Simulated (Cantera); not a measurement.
An isothermal, constant-pressure homogeneous reactor starts with 0.704 % H₂, 78.2 % O₂, 21.1 % N₂, equivalence ratio 0.0045, at 1148 K and 0.0263 atm.

Computed with Cantera and the H2/O2 subset of GRI-Mech 3.0, which has no nitrogen chemistry. Radical loss at walls, strong at low pressure, is not modelled.

x: mole fraction; the columns are a selection and need not sum to one.

```csv
t (s),x H₂,x O₂,x HO₂,x H₂O,x OH,x O
4.00e-5,0.00704,0.782,1.45e-10,3.32e-12,5.76e-11,5.94e-11
8.66e-5,0.00704,0.782,3.14e-10,2.57e-11,1.93e-10,2.06e-10
0.000188,0.00704,0.782,6.83e-10,1.74e-10,5.65e-10,6.51e-10
0.000406,0.00704,0.782,1.49e-9,1.11e-9,1.68e-9,2.18e-9
0.000880,0.00704,0.782,[?],[?],[?],[?]
0.00191,0.00704,0.782,8.16e-9,1.37e-7,8.44e-8,1.28e-7
0.00413,0.00700,0.782,2.25e-7,2.44e-5,1.42e-5,2.18e-5
0.00894,0.000354,0.776,2.44e-6,0.00604,0.000830,0.00493
0.0194,2.39e-5,0.777,1.47e-6,0.00671,0.000415,0.00451
0.0420,1.60e-5,0.778,1.23e-6,0.00681,0.000341,0.00304
0.0909,8.26e-6,0.780,8.87e-7,0.00690,0.000246,0.00157
0.197,[?],0.780,[?],0.00697,[?],[?]
0.426,9.37e-7,0.781,2.60e-7,0.00702,8.43e-5,0.000182
0.923,2.48e-7,0.781,1.06e-7,0.00704,4.39e-5,4.91e-5
2.00,6.56e-8,0.781,3.87e-8,0.00705,2.29e-5,1.32e-5
```

Problem. What belongs in the gaps?

Solution. 
- 0.000880, x HO₂: 3.27e-9
- 0.000880, x H₂O: 8.39e-9
- 0.000880, x OH: 7.05e-9
- 0.000880, x O: 1.02e-8
- 0.197, x H₂: 3.14e-6
- 0.197, x HO₂: 5.31e-7
- 0.197, x OH: 0.000153
- 0.197, x O: 0.000600
